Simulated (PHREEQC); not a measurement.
Solution (20 °C): 30 mmol/kgw CuCl2, 0.14 mmol/kgw HCl and 30 mmol/kgw H3BO3. Closed to the air; pH follows from the charge balance.

All values are PHREEQC results (ion-association model, phreeqc.dat), not measurements.

Precipitation was switched off in this run.

Question: Predict the pH.

Answer: pH 3.92.

Question: In which forms is Cu present?

Answer: Cu+2 95 %, CuCl+ 4.9 % of the Cu.
